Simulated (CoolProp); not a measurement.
Computed with CoolProp (reference Helmholtz-energy equation of state, de Reuck 1993).

For methanol, give the phase and the density (kg/m³), cp (kJ/(kg K)), cv (kJ/(kg K)), isothermal compressibility (1/MPa) at 330.1 K and 1770 kPa; 192.8 K and 2700 kPa.


- 330.1 K and 1770 kPa: liquid; density 758, cp 2.76, cv 2.30, isothermal compressibility 0.00154
- 192.8 K and 2700 kPa: liquid; density 889, cp 2.21, cv 1.77, isothermal compressibility 0.000610
